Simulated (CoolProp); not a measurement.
R115 at several states: density (kg/m³) from the reference equation and from simpler models built on Tc = 80.0 °C, pc = 3.129 MPa, ω = 0.248; each cubic takes its own stable root.

Model: reference Helmholtz-energy equation of state, Lemmon 2016, in CoolProp.

| T (°C) | p (MPa) | phase | reference | van der Waals | Redlich-Kwong | Soave-Redlich-Kwong |
|---|---|---|---|---|---|---|
| -54.05 | 5.6 | liquid | 1614 | 1040 | (withheld) | 1541 |
| -36.25 | 3.25 | liquid | (withheld) | 991.4 | (withheld) | 1475 |
| -6.65 | 1.37 | liquid | (withheld) | (withheld) | 1291 | 1346 |
| -54.85 | 0.0149 | gas | 1.277 | 1.274 | 1.276 | 1.277 |

Task: Complete the blanks.

Result: 
- -54.05, Redlich-Kwong: 1502
- -36.25, reference: 1549
- -36.25, Redlich-Kwong: 1429
- -6.65, reference: 1432
- -6.65, van der Waals: 900.9
